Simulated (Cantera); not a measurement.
An adiabatic, constant-volume homogeneous reactor starts with 13.8 % CH₄, 2.63 % C₂H₆, 17.6 % O₂, 66.0 % N₂, at 1150 K and 1.00 bar.

Model: GRI-Mech 3.0 (53 species, 325 reactions), integrated in Cantera.

Q: Predict: time of steepest temperature rise; temperature at 0.200 s; equilibrium temperature; x(O₂) at 0.200 s; x(NO) at 0.200 s.

A: 
| Property | Value |
|---|---|
| time of steepest temperature rise | 6.51 ms |
| temperature at 0.200 s | 2492 K |
| equilibrium temperature | 2492 K |
| x(O₂) at 0.200 s | 5.65e-6 (gas-phase equilibrium 5.65e-6) |
| x(NO) at 0.200 s | 9.82e-5 (gas-phase equilibrium 9.82e-5) |
